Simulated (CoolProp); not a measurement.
Vapour-liquid equilibrium of carbon dioxide (1) + R143a (2) at 11.2 bar; x and y are mole fractions of (1).

The numbers come from the multi-fluid Helmholtz-energy mixture model, Span 1996 and Lemmon and Jacobsen 2000; pair parameters Bell 2016 in CoolProp.

Question: Give the bubble temperature and the first vapour's composition at x = 0.05, 0.35, 0.95. Is there an azeotrope?

Answer: x = 0.05: 288.5 K, y = 0.145; x = 0.35: 260.6 K, y = 0.724; x = 0.95: 237.3 K, y = 0.986. No azeotrope shows between x = 0.05 and 0.95.

Pair parameters are fitted to limited data, so mixtures are less certain than the pure fluids. The gap from Raoult's law changes sign with composition, which may be real or a fault of the pair parameters; it wasn't checked against measurements.
